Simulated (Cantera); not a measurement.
Feed: 1 mol ZrN, 0.077 mol H2, equilibrated at 2648 K and 1.33 mbar.

Cantera equilibrium calculation (NASA polynomials, part measured and part estimated; ideal gas, pure solids and liquids). Candidate condensed phases: Zr, ZrN; 11 gas species. Mutual solubility and eutectic melting of coexisting phases are not modelled. ZrN: taken at fixed stoichiometry. Condensed phases not in the tables: N, O or C dissolved in the metal. The numbers say what is thermodynamically allowed, not how fast it happens.

Base state: H 0.687, H2 0.291, N2 0.0131, Zr 0.00981 (mole fractions); condensed: Zr(l) + ZrN(s).

What changes in the equilibrium state with this change: temperature from 2648 K to 2850 K?


```
species       before    after
-----------  -------  -------
H              0.687    0.719
N2            0.0131    0.146
H2             0.291   0.0728
Zr           0.00981   0.0621
N            3.34e-6  5.27e-5
Zr(l), mol   0.00199   0.0410
ZrN(s), mol    0.997    0.948
```
